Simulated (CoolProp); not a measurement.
A simple Rankine cycle with n-butane: condensing at 297.15 K, boiler at 0.867 MPa, turbine inlet 361.2 K, turbine efficiency 0.65, pump efficiency 0.8, no recuperator. Each further row changes one setting.

Model: reference Helmholtz-energy equation of state, Bücker 2006, in CoolProp.

```tsv
case	thermal efficiency (%)	net work (kJ/kg)	heat in (kJ/kg)	turbine exit temperature (K)	volume ratio over the turbine
as stated	7.8	___	462	331.9	3.79
turbine inlet 381.2 K	___	38.9	507	___	3.73
condensing temperature 289.15 K	8.9	43.0	482	327.0	4.88
boiler pressure 0.607 MPa	5.8	27.5	472	341.2	2.58
turbine efficiency 0.55	6.5	30.1	462	334.9	___
```

Task: Complete the blanks.

Result: 
- as stated, net work (kJ/kg): 35.9
- turbine inlet 381.2 K, thermal efficiency (%): 7.7
- turbine inlet 381.2 K, turbine exit temperature (K): 353.1
- turbine efficiency 0.55, volume ratio over the turbine: 3.83
